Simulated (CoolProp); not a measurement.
Vapour-liquid equilibrium of hydrogen chloride (1) + n-butane (2) at 229.3 K; x and y are mole fractions of (1).

Values from CoolProp's multi-fluid Helmholtz-energy mixture model, Thol 2018 and Bücker 2006; pair parameters Bell 2016.

```csv
x,bubble pressure (bar),y at the bubble point,dew pressure at overall composition x (bar),liquid density (mol/L)
0.05,0.8863,0.850,0.1427,11.50
0.125,1.961,0.934,0.1550,12.13
0.2,2.887,0.957,0.1695,12.81
0.275,3.620,0.967,0.1870,13.57
0.35,4.161,0.972,0.2085,14.40
0.425,4.543,0.975,0.2356,15.33
0.5,[?],0.977,0.2708,[?]
0.575,5.021,0.979,0.3182,17.56
0.65,5.206,0.981,0.3858,18.92
0.725,5.406,0.983,0.4897,20.50
0.8,5.648,[?],0.6704,22.36
0.875,5.955,0.989,1.062,24.59
0.95,6.345,0.995,2.539,[?]
```

### Question
Fill in the missing entries.

### Answer

- 0.5, bubble pressure (bar): 4.814
- 0.5, liquid density (mol/L): 16.37
- 0.8, y at the bubble point: 0.985
- 0.95, liquid density (mol/L): 27.32

No azeotrope shows between x = 0.05 and 0.95.

The pair parameters rest on a limited set of measurements; away from them the model extrapolates. With so large a gap from Raoult's law the liquid may split in two, which this calculation doesn't test in full.
